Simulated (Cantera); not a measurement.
A closed system holds: 1 mol TiC, 0.087 mol H2, at 1673.15 K and 1.33 mbar.

Cantera equilibrium calculation (NASA polynomials, part measured and part estimated; ideal gas, pure solids and liquids). Candidate condensed phases: C, C6H6, C7H8, C8H18, Ti, TiC; 77 gas species. TiC: taken at fixed stoichiometry. Kinetics and transport are ignored.

Base state: H2 0.997, H 0.00312 (mole fractions); condensed: TiC(s).

Q: What changes in the equilibrium state with this change: temperature from 1673.15 K to 2600 K?

A: 
```json
[
 {"species": "H", "before": "0.00312", "after": "0.630"},
 {"species": "H2", "before": "0.997", "after": "0.360"},
 {"species": "Ti", "before": "2.89e-8", "after": "0.00675"},
 {"species": "C3", "before": "<1e-9", "after": "0.000391"},
 {"species": "C2H2 (acetylene)", "before": "5.80e-9", "after": "0.00222"},
 {"species": "TiC(s), mol", "before": "1.00", "after": "0.999"}
]
```
